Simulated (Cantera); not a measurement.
A perfectly stirred reactor is fed with H₂ : O₂ : N₂ = 1 : 0.278 : 1.04 (molar parts), at 1500000 Pa; it is adiabatic with a 525 K inlet, and is followed from long to short residence time, starting on the burning branch (τ in s: 0.42, 0.15, 0.052, 0.018, 0.0065, 0.0023, 0.00082, 0.00029, 0.0001, 3.6e-05, 1.3e-05).

Model: GRI-Mech 3.0 (53 species, 325 reactions), integrated in Cantera. The hydrogen kinetics of GRI-Mech 3.0 are dated; newer H2 mechanisms differ, most at raised pressure. The pressure lies above the range GRI-Mech 3.0 was tuned for (to about 10 atm).

Task: What does this change do: H2 1 to 1.4 parts?

Result: 
| quantity | before | after |
|---|---|---|
| blow-out, bracketed by the residence times tried | burning at 13.0 µs, the shortest tried | burning at 13.0 µs, the shortest tried |
| x(H₂) at τ = 0.420 s | 0.217 | 0.346 |
| x(O₂) at τ = 0.420 s | 1.31e-6 | 2.01e-6 |
| x(H) at τ = 0.420 s | 0.00132 | 0.000468 |
| x(H₂O₂) at τ = 0.420 s | 3.99e-9 | 6.51e-10 |
| x(OH) at τ = 0.420 s | 0.000276 | 3.60e-5 |
| x(H₂) at τ = 2.30 ms | 0.217 | 0.345 |
| x(O₂) at τ = 2.30 ms | 8.12e-5 | 0.000103 |
| x(H) at τ = 2.30 ms | 0.00222 | 0.00174 |
| x(H₂O₂) at τ = 2.30 ms | 3.54e-8 | 5.62e-8 |
| x(OH) at τ = 2.30 ms | 0.000459 | 0.000132 |

Task: What does this change do: 0.12 parts H2O added?

Result: 
| quantity | before | after |
|---|---|---|
| blow-out, bracketed by the residence times tried | burning at 13.0 µs, the shortest tried | burning at 13.0 µs, the shortest tried |
| x(H₂) at τ = 0.420 s | 0.217 | 0.205 |
| x(O₂) at τ = 0.420 s | 1.31e-6 | 1.52e-6 |
| x(H) at τ = 0.420 s | 0.00132 | 0.000736 |
| x(H₂O₂) at τ = 0.420 s | 3.99e-9 | 2.47e-9 |
| x(OH) at τ = 0.420 s | 0.000276 | 0.000160 |
| x(H₂) at τ = 2.30 ms | 0.217 | 0.205 |
| x(O₂) at τ = 2.30 ms | 8.12e-5 | 0.000106 |
| x(H) at τ = 2.30 ms | 0.00222 | 0.00169 |
| x(H₂O₂) at τ = 2.30 ms | 3.54e-8 | 5.15e-8 |
| x(OH) at τ = 2.30 ms | 0.000459 | 0.000363 |
